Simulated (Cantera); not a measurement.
Source: NASA polynomial tables (part measured, part estimated), evaluated in Cantera. Values are per mole of reaction as written; species without (g) are pure solids or liquids, kept so even where they would boil at 1 bar. ZrN: taken at fixed stoichiometry.

Between 300 and 1823 K, where is each reaction favourable under standard conditions?
- 4 OH(g) + 2 ZrN = 4 H(g) + N2(g) + 2 ZrO2


- 4 OH(g) + 2 ZrN = 4 H(g) + N2(g) + 2 ZrO2: ΔG° is -731 kJ at 300 K and -702 kJ at 1823 K; it stays negative (K > 1). ΔH° is -689 kJ and ΔS° 7 J/K at 1823 K.
